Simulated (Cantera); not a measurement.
Feed: 1 mol HCl, 0.084 mol O₂, 11 mol N₂, at 10000 Pa.

Cantera equilibrium calculation (NASA polynomials, part measured and part estimated; ideal gas, pure solids and liquids). Candidate condensed phases: H₂O, NH₄Cl; 29 gas species. Rates play no part. All values below are at 2700 K.

Base state: N₂ 0.882, Cl 0.0460, HCl 0.0342, H 0.0167, H₂ 0.00862, H₂O 0.00485, O 0.00297, OH 0.00240 (mole fractions); condensed: gas only.

**Question.** What changes in the equilibrium state with this change: HCl replaced by H₂O?

**Answer.** 
| species | before | after |
|---|---|---|
| N₂ | 0.882 | 0.873 |
| H₂O | 0.00485 | 0.0412 |
| H | 0.0167 | 0.0249 |
| Cl | 0.0460 | 0 |
| HCl | 0.0342 | 0 |
| OH | 0.00240 | 0.0137 |
| O | 0.00297 | 0.0113 |
| H₂ | 0.00862 | 0.0192 |
| O₂ | 0.000674 | 0.00981 |
| NO | 0.00191 | 0.00724 |
